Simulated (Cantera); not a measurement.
A closed system holds: 1 mol PbCl2, 3.7 mol HCl, 31 mol H2, held at 1652 °C and 6.10 mbar.

These are equilibrium values from Cantera (NASA tables, ideal gas, pure condensed phases), not measurements of a reactor. Candidate condensed phases: Pb, PbCl2; 10 gas species. Kinetics and transport are ignored.

Base state: H2 0.809, HCl 0.152, Pb 0.0260, H 0.0110, Cl 0.00155, PbCl 0.00106 (mole fractions); condensed: gas only.

Problem. What changes in the equilibrium state with this change: pressure from 6.10 mbar to 12.0 mbar?

Solution. 
```tsv
species	before	after
H2	0.809	0.812
HCl	0.152	0.152
Pb	0.0260	0.0257
H	0.0110	0.00786
Cl	0.00155	0.00111
PbCl	0.00106	0.00147
```

Problem. What changes in the equilibrium state with this change: H2 from 31 to 410 mol?

Solution. 
```
species   before     after
-------  -------  --------
H2         0.809     0.972
HCl        0.152    0.0135
H         0.0110    0.0121
Pb        0.0260   0.00238
PbCl     0.00106   7.87e-6
Cl       0.00155  0.000126
```

Problem. What changes in the equilibrium state with this change: temperature from 1652 °C to 650 °C?

Solution. 
```tsv
species	before	after
H2	0.809	0.851
HCl	0.152	0.132
PbCl2	4.65e-6	0.0106
Pb	0.0260	0.000416
H	0.0110	2.89e-9
Cl	0.00155	<1e-9
PbCl4	<1e-9	0.000151
PbCl	0.00106	0.00527
Pb(l), mol	0	0.413
```
The tables' values for PbCl4 are old estimates; treat these amounts as uncertain.
